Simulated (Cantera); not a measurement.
What does this Cantera script print?

```python
import numpy as np
import cantera as ct

gas_names = """
    CL CL2 H HCL H2 Si SiCL SiCL2 SiCL3 SiCL4 SiH SiHCL3 SiH2 SiH2CL2 SiH3 SiH3CL SiH4 Si2 Si3
""".split()
cond_names = """
    Si(cr) Si(L)
""".split()


def load(file, names, dense=False):
    # The tables refer to 1 bar. Condensed volumes are neglected.
    table = {s.name: s for s in ct.Species.list_from_file(file)}
    out = []
    for n in names:
        d = dict(table[n].input_data)
        d["thermo"] = dict(d["thermo"], **{"reference-pressure": 1e5})
        if dense:
            d["equation-of-state"] = {"model": "constant-volume", "density": "1e6 g/cm^3"}
        out.append(ct.Species.from_dict(d))
    return out


gas = ct.Solution(thermo="ideal-gas", species=load("nasa_gas.yaml", gas_names))
cond = {s.name: ct.Solution(thermo="fixed-stoichiometry", species=[s], name=s.name)
        for s in load("nasa_condensed.yaml", cond_names, dense=True)}
atoms = {
    'SiCl4': {'Si': 1, 'CL': 4},
    'Cl2': {'CL': 2},
    'H2': {'H': 2},
}
top_T = {}  # K; cautious upper limits of use, not melting points


def equilibrate(T, P, feed):
    n = {}
    for name, mol in feed.items():
        for a, k in atoms[name].items():
            n[a] = n.get(a, 0.0) + k * mol
    gas.TPX = T, P, n
    mass = sum(n.values()) * gas.mean_molecular_weight
    gas.equilibrate("TP")
    valid = [c for c in cond.values() if c.min_temp <= T <= top_T.get(c.name, c.max_temp)]
    mix = ct.Mixture([(gas, mass / gas.mean_molecular_weight)] + [(c, 0.0) for c in valid])
    mix.T, mix.P = T, P
    mix.equilibrate("TP", solver="vcs", rtol=1e-11, max_steps=5000)
    return mix


results = []
feed = {'SiCl4': 1, 'Cl2': 0.0076, 'H2': 350}  # mol
P = 350  # Pa
for T in [873, 973, 1073, 1173, 1273, 1373, 1473, 1573, 1673]:
    mix = equilibrate(T, P, feed)
    results.append((T, P, feed, dict(zip(mix.species_names, mix.species_moles))))

top = {s: max(r[3][s] / sum(r[3][g] for g in gas_names) for r in results) for s in gas_names}
cols = sorted((s for s in top if top[s] > 0.0001), key=lambda s: -top[s])[:7]
seen = [c for c in cond_names if any(r[3].get(c, 0) > 1e-12 for r in results)]
print("log10 of partial pressures in bar; condensed amounts in mol")
print(f"{'T/K':>10s}" + "".join(f"{s[:9]:>10s}" for s in cols + seen))
for T, P, feed, n in results:
    ng = sum(n[g] for g in gas_names)
    print(f"{T:10.4g}" + "".join(f"{np.log10(max(n[s] / ng * P / 1e5, 1e-99)):10.3f}" for s in cols)
          + "".join(f"{n.get(c, 0):10.4g}" for c in seen))
```

Result:

```
log10 of partial pressures in bar; condensed amounts in mol
       T/K        H2       HCL         H     SiCL4    SiHCL3     SiCL2        Si    Si(cr)
       873    -2.459    -4.777   -11.559    -5.372    -5.723    -6.993   -19.157    0.3568
       973    -2.460    -4.492   -10.196    -5.968    -6.187    -6.317   -16.400    0.7602
      1073    -2.461    -4.425    -9.084    -7.111    -7.058    -6.101   -14.161    0.8962
      1173    -2.461    -4.421    -8.159    -8.259    -7.931    -6.025   -12.305    0.9007
      1273    -2.461    -4.423    -7.377    -9.243    -8.679    -5.973   -10.744    0.8915
      1373    -2.461    -4.425    -6.708   -10.085    -9.319    -5.931    -9.411    0.8813
      1473    -2.461    -4.428    -6.128   -10.810    -9.871    -5.897    -8.262    0.8708
      1573    -2.461    -4.430    -5.621   -11.443   -10.352    -5.869    -7.260    0.8548
      1673    -2.462    -4.433    -5.174   -12.002   -10.777    -5.847    -6.379     0.801
```

These are equilibrium values from Cantera (NASA tables, ideal gas, pure condensed phases), not measurements of a reactor. The tables' values for SiCl3, SiCl are old estimates; treat these amounts as uncertain. Gases not in the tables: Si2H6 and higher silanes.
